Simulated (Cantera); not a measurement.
# Carbothermic reduction: CuO + CO + H2 + CH4

Charge: 1 mol CuO, 5.7 mol CO, 7 mol H2, a varied amount of CH4, at 100000 Pa.

Method: chemical equilibrium by Gibbs-energy minimisation in Cantera with the NASA 1993 tables (ideal gas, pure condensed phases). Candidate condensed phases: C, C6H6, C7H8, C8H18, Cu, CuO, Cu(OH)2, Cu2O, H2O; 113 gas species. Equilibrium is a limit: real reactors are often held back by kinetics, nucleation or transport.

Question: Map the stable condensed phases over T = 873, 1023, 1173, 1323, 1473, 1623, 1773, 1923, 2073, 2223, 2373, 2523, 2673 K and n(CH4) in mol = 0.31, 0.44, 0.61, 0.86, 1.2, 1.7, 2.4, 3.3, 4.7.

Answer: 
```
T in K \ n(CH4) in mol
         0.31 0.44 0.61 0.86  1.2  1.7  2.4  3.3  4.7
   2673     A    A    A    A    A    B    B    B    B
   2523     A    A    A    A    A    B    B    B    B
   2373     A    A    A    A    B    B    B    B    B
   2223     C    C    C    C    D    D    D    D    D
   2073     C    C    C    C    D    D    D    D    D
   1923     C    C    C    C    D    D    D    D    D
   1773     C    C    C    C    D    D    D    D    D
   1623     C    C    C    C    D    D    D    D    D
   1473     C    C    C    C    D    D    D    D    D
   1323     C    C    C    C    D    D    D    D    D
   1173     C    C    C    C    D    D    D    D    D
   1023     D    D    D    D    D    D    D    D    D
    873     D    D    D    D    D    D    D    D    D
```
A: gas only; B: C; C: Cu; D: C + Cu.
